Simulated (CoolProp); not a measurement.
The fluid at 441 K and 4.11 MPa expands adiabatically to 0.332 MPa with isentropic efficiency 0.9. The same conditions are run with several fluids, on thermodynamics alone (safety and materials aside).

Model: reference Helmholtz-energy equation of state of each fluid (chloromethane (R40): Thol 2014; methane: Setzmann 1991; R407C: Lemmon 2003; fluoroethane (R161): Wu 2012; propane: Lemmon 2009), in CoolProp. Blends and air are pseudo-pure fits.

```json
[
 {"fluid": "chloromethane (R40)", "work (kJ/kg)": "111", "final temperature (K)": "280.4", "final phase": "two-phase, vapour fraction 0.987", "final density (kg/m³)": "7.89"},
 {"fluid": "methane", "work (kJ/kg)": "394", "final temperature (K)": "270.3", "final phase": "gas", "final density (kg/m³)": "(withheld)"},
 {"fluid": "R407C", "work (kJ/kg)": "76.0", "final temperature (K)": "(withheld)", "final phase": "gas", "final density (kg/m³)": "10.5"},
 {"fluid": "fluoroethane (R161)", "work (kJ/kg)": "(withheld)", "final temperature (K)": "(withheld)", "final phase": "gas", "final density (kg/m³)": "6.15"},
 {"fluid": "propane", "work (kJ/kg)": "148", "final temperature (K)": "(withheld)", "final phase": "gas", "final density (kg/m³)": "(withheld)"}
]
```

**Question.** Fill in the missing entries.

**Answer.** 
- methane, final density (kg/m³): 2.39
- R407C, final temperature (K): 338.1
- fluoroethane (R161), work (kJ/kg): 132
- fluoroethane (R161), final temperature (K): 324.8
- propane, final temperature (K): 344.8
- propane, final density (kg/m³): 5.29
